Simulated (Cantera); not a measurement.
Feed: 1 mol BCl3, 9 mol O2, a varied amount of H2, equilibrated at 1475 °C and 8.30 mbar.

Method: chemical equilibrium by Gibbs-energy minimisation in Cantera with the NASA 1993 tables (ideal gas, pure condensed phases). Candidate condensed phases: B, B2O3, B3O3H3, H2O; 33 gas species. The tables' values for BOCl are old estimates; treat these amounts as uncertain. The numbers say what is thermodynamically allowed, not how fast it happens.

Q: At 1.4 mol H2, list the 4 most abundant gas species with their mole fractions, and the condensed phases.

A: O2 0.663, HCl 0.144, Cl 0.102, HBO2 0.0549. Condensed: gas only.
